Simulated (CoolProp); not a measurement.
A single-stage vapour-compression cycle with R134a: evaporating at 261.15 K (dew point), condensing at 288.15 K (bubble point), superheat 0 K, subcooling 0 K, compressor efficiency 0.6, no pressure losses. Each further row changes one setting.

Values from CoolProp's reference Helmholtz-energy equation of state, Tillner-Roth 1994.

```csv
case,cooling COP,pressure ratio,discharge temperature (K),refrigerating effect (kJ/kg),volumetric capacity (kJ/m³)
as stated,5.15,2.64,306.6,171,1590
evaporating temperature 266.15 K,6.57,2.17,[?],174,[?]
condensing temperature 283.15 K,6.48,2.24,298.8,178,1660
subcooling 5 K,[?],2.64,306.6,178,1660
superheat 10 K,5.15,2.64,317.3,[?],1590
compressor efficiency 0.5,4.29,2.64,313.6,171,1590
```

Problem. Some entries are withheld; supply them.

Solution. 
- evaporating temperature 266.15 K, discharge temperature (K): 302.7
- evaporating temperature 266.15 K, volumetric capacity (kJ/m³): 1950
- subcooling 5 K, cooling COP: 5.36
- superheat 10 K, refrigerating effect (kJ/kg): 179
